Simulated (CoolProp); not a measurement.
Vapour-liquid equilibrium of ethanol (1) + n-hexane (2) at 386.1 K; x and y are mole fractions of (1).

Model: multi-fluid Helmholtz-energy mixture model, Schroeder 2014 and Thol 2019; pair parameters Bell 2016, in CoolProp.

Task: Give the bubble pressure and the first vapour's composition at x = 0.05, 0.35, 0.8. Is there an azeotrope?

Result: x = 0.05: 4.013 bar, y = 0.176; x = 0.35: 5.097 bar, y = 0.440; x = 0.8: 4.681 bar, y = 0.625. y crosses x between x = 0.35 and 0.5: the model has an azeotrope there.

The pair parameters rest on a limited set of measurements; away from them the model extrapolates. With so large a gap from Raoult's law the liquid may split in two, which this calculation doesn't test in full.
